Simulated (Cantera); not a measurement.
## Ignition delay

Mixture: 6.62 % CH4, 1.99 % CO, 19.3 % O2, 72.1 % N2, equivalence ratio 0.74, at 1.01 bar, adiabatic and at constant pressure. Ignition delay is the time to a rise of 400 K.

Cantera simulation using GRI-Mech 3.0 (53 species, 325 reactions); the numbers are that mechanism's predictions, not measurements.

| T0 (K) | delay (ms) |
|---|---|
| 1000 | 1260 |
| 1050 | 500 |
| 1100 | 210 |
| 1150 | 92.6 |
| 1200 | 42.8 |
| 1250 | 20.7 |
| 1300 | 10.4 |
| 1350 | 5.47 |
| 1400 | 3.00 |
| 1450 | 1.72 |

| Item | Result |
|---|---|
| apparent activation energy between 1350 and 1450 K | 190 kJ/mol |
